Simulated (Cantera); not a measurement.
An isothermal, constant-pressure homogeneous reactor starts with 32.3 % NH3, 67.7 % H2, at 2198 K and 13300 Pa.

Cantera simulation using the gas-phase N/H chemistry of the illustrative SiF4/NH3 mechanism in the Surface Chemkin manual (1991); the numbers are that mechanism's predictions, not measurements. Walls and surfaces, which speed up NH3 decomposition in real reactors, are not modelled.

One state of this run: x NH3 = 0.000342; x H2 = 0.867; x N2H4 = 2.66e-12; x H = 0.0112; x NH = 4.41e-6; x N = 3.40e-6. x: mole fraction; the columns are a selection and need not sum to one.

Question: Which value of t (s) does it belong to?
(A) 0.0582
(B) 0.000203
(C) 0.240
(D) 2.00

Answer: C, 0.240
